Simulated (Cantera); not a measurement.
A perfectly stirred reactor is fed with 19.7 % H₂, 40.2 % O₂, 40.2 % N₂, at 100.0 Torr; it is held at 1200 K, and followed from long to short residence time.

Model: the H2/O2 subset of GRI-Mech 3.0, which has no nitrogen chemistry, integrated in Cantera. The temperature is held fixed by assumption; the heat of reaction is taken as removed at once.

Predict: x(H₂) at τ = 0.320 s; x(O₂) at τ = 0.320 s; x(H₂O) at τ = 0.320 s; x(OH) at τ = 0.320 s; x(H) at τ = 0.320 s; x(H₂) at τ = 7.90 ms; x(O₂) at τ = 7.90 ms; x(H₂O) at τ = 7.90 ms; x(OH) at τ = 7.90 ms; x(H) at τ = 7.90 ms.

x(H₂) at τ = 0.320 s: 0.000416
x(O₂) at τ = 0.320 s: 0.336
x(H₂O) at τ = 0.320 s: 0.217
x(OH) at τ = 0.320 s: 0.000655
x(H) at τ = 0.320 s: 3.93e-5
x(H₂) at τ = 7.90 ms: 0.00409
x(O₂) at τ = 7.90 ms: 0.335
x(H₂O) at τ = 7.90 ms: 0.211
x(OH) at τ = 7.90 ms: 0.00241
x(H) at τ = 7.90 ms: 0.00155
